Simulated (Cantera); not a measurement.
**Counterflow diffusion flame**

A counterflow diffusion flame at 0.630 bar, nozzles 20 mm apart: fuel side 80.0 % CH4, 20.0 % C2H6 at 598 K, oxidiser side 22.0 % O2, 78.0 % N2 at 698 K, fuel mass flux 0.77 times the oxidiser's; mixture-averaged transport, no radiation.

Model: GRI-Mech 3.0 (53 species, 325 reactions), integrated in Cantera. GRI-Mech 3.0 has no aromatics or soot, which form on the fuel side of real flames. The maximum strain rate includes the flame's own expansion and is several times the mean.

| oxidiser flux (kg/m²/s) | max strain (1/s) | mean strain (1/s) | T max (K) | peak x OH | peak x H | peak x NO | peak x CO | peak x C2H2 |
|---|---|---|---|---|---|---|---|---|
| 0.16 | 227 | 51.3 | 2193 | 0.0114 | 0.00716 | 0.000358 | 0.0726 | 0.0269 |
| 0.22 | 304 | 70.5 | 2176 | 0.0113 | 0.00745 | 0.000328 | 0.0714 | 0.0259 |
| 0.29 | 393 | 93.0 | 2168 | 0.0113 | 0.00778 | 0.000307 | 0.0708 | 0.0252 |
| 0.4 | 529 | 128 | 2152 | 0.0111 | 0.00807 | 0.000275 | 0.0700 | 0.0241 |
| 0.55 | 711 | 176 | 2137 | 0.0109 | 0.00835 | 0.000243 | 0.0694 | 0.0230 |
| 0.75 | 945 | 240 | 2120 | 0.0106 | 0.00855 | 0.000208 | 0.0691 | 0.0217 |
| 1 | 1230 | 321 | 2100 | 0.0102 | 0.00863 | 0.000175 | 0.0689 | 0.0203 |
| 1.4 | 1670 | 449 | 2074 | 0.00964 | 0.00859 | 0.000134 | 0.0689 | 0.0182 |
| 1.9 | 2210 | 609 | 2044 | 0.00895 | 0.00834 | 9.79e-5 | 0.0691 | 0.0159 |
| 2.6 | 2940 | 834 | 2003 | 0.00798 | 0.00776 | 6.23e-5 | 0.0696 | 0.0129 |
x: mole fraction; the columns are a selection and need not sum to one.
